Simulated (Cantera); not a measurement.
**Equilibrium for halide evaporation, hydrolysis and transport: NaCl + HCl + H₂**

A closed system holds: 1 mol NaCl, 0.022 mol HCl, 6.2 mol H₂, at 1.33 mbar.

Cantera equilibrium calculation (NASA polynomials, part measured and part estimated; ideal gas, pure solids and liquids). Candidate condensed phases: Na, NaCl; 10 gas species. Kinetics and transport are ignored.

From 798 K to 948 K the condensed part is NaCl(s). From 1023 K to 1623 K nothing is condensed. The main Na-bearing gas is NaCl throughout.

| T (K) | x H₂ | x NaCl | x Na₂Cl₂ | x HCl | x Na | n NaCl(s) |
|---|---|---|---|---|---|---|
| 798 | 0.996 | 5.90e-5 | 1.26e-5 | 0.00354 | 1.44e-11 | 0.999 |
| 873 | 0.995 | 0.00102 | 0.000286 | 0.00353 | 3.13e-9 | 0.990 |
| 948 | 0.982 | 0.0110 | 0.00382 | 0.00348 | 2.87e-7 | 0.882 |
| 1023 | 0.886 | 0.0796 | 0.0316 | 0.00316 | 1.34e-5 | 0 |
| 1098 | 0.870 | 0.114 | 0.0132 | 0.00318 | 9.07e-5 | 0 |
| 1173 | 0.862 | 0.130 | 0.00432 | 0.00343 | 0.000375 | 0 |
| 1248 | 0.859 | 0.135 | 0.00138 | 0.00413 | 0.00108 | 0 |
| 1323 | 0.857 | 0.135 | 0.000475 | 0.00543 | 0.00238 | 0 |
| 1398 | 0.854 | 0.133 | 0.000178 | 0.00747 | 0.00443 | 0 |
| 1473 | 0.851 | 0.130 | 7.25e-5 | 0.0104 | 0.00734 | 0 |
| 1548 | 0.847 | 0.126 | 3.15e-5 | 0.0142 | 0.0112 | 0 |
| 1623 | 0.842 | 0.121 | 1.44e-5 | 0.0191 | 0.0161 | 0 |
x: gas mole fraction; n: condensed amount in mol.
